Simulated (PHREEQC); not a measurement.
Solution (20 °C): 0.024 mol/kgw Al2(SO4)3, 0.024 mol/kgw MgSO4 and 5.2e-05 mol/kgw H2SO4. Closed to the air; pH follows from the charge balance.

Model: ion-association model, wateq4f.dat, run in PHREEQC.

Precipitation was switched off in this run.

Estimate the pH.

pH 3.98.

In which forms is Mg present?

Mg+2 55 %, MgSO4 45 % of the Mg.

The solution is supersaturated, for example in Basaluminite, Gibbsite (slow to form), so a real one may precipitate; this is no full list.
